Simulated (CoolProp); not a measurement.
Vapour-liquid equilibrium of propane (1) + m-xylene (2) at 69.25 °C; x and y are mole fractions of (1).

Computed with CoolProp (multi-fluid Helmholtz-energy mixture model, Lemmon 2009 and Zhou 2012; pair parameters Bell 2016).

Problem. Give the bubble pressure and the first vapour's composition at x = 0.15, 0.45, 0.85. Is there an azeotrope?

Solution. x = 0.15: 0.4577 MPa, y = 0.978; x = 0.45: 1.225 MPa, y = 0.991; x = 0.85: 2.089 MPa, y = 0.996. No azeotrope shows between x = 0.05 and 0.95.

Pair parameters are fitted to limited data, so mixtures are less certain than the pure fluids. The gap from Raoult's law changes sign with composition, which may be real or a fault of the pair parameters; it wasn't checked against measurements.
